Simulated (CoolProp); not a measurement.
Vapour-liquid equilibrium of benzene (1) + dimethyl carbonate (2) at 348 kPa; x and y are mole fractions of (1).

The numbers come from the multi-fluid Helmholtz-energy mixture model, Thol 2012 and Zhou 2011; pair parameters Bell 2016 in CoolProp.

Question: Give the bubble temperature and the first vapour's composition at x = 0.35, 0.5, 0.65. Is there an azeotrope?

Answer: x = 0.35: 401.9 K, y = 0.411; x = 0.5: 400.6 K, y = 0.547; x = 0.65: 399.7 K, y = 0.675. y crosses x between x = 0.8 and 0.95: the model has an azeotrope there.

The pair parameters rest on a limited set of measurements; away from them the model extrapolates.
